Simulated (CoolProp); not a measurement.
A closed Brayton cycle with dry air: compressor inlet 314.15 K and 3 MPa, high pressure 9.39 MPa, turbine inlet 960 K, compressor efficiency 0.89, turbine efficiency 0.9, recuperator effectiveness 0.9 (on enthalpy, no pinch check). Each further row changes one setting.

Values from CoolProp's reference Helmholtz-energy equation of state, Lemmon 2000. It is a pseudo-pure fit of the blend.

| case | thermal efficiency (%) | net work (kJ/kg) | compressor to turbine work | compressor exit (K) | turbine exit (K) |
|---|---|---|---|---|---|
| as stated | 39.2 | 111 | 0.55 | 451.2 | 738.8 |
| turbine inlet 910 K | 36.8 | … | 0.59 | 451.2 | 698.5 |
| compressor inlet 324.15 K | 37.8 | … | … | … | 738.8 |
| high pressure 7.98 MPa | 39.8 | 103 | 0.53 | 428.9 | 767.0 |
| recuperator effectiveness 0.5 | 27.4 | 111 | 0.55 | 451.2 | 738.8 |

Question: Complete the blanks.

Answer: 
- turbine inlet 910 K, net work (kJ/kg): 98.2
- compressor inlet 324.15 K, net work (kJ/kg): 107
- compressor inlet 324.15 K, compressor to turbine work: 0.57
- compressor inlet 324.15 K, compressor exit (K): 465.2
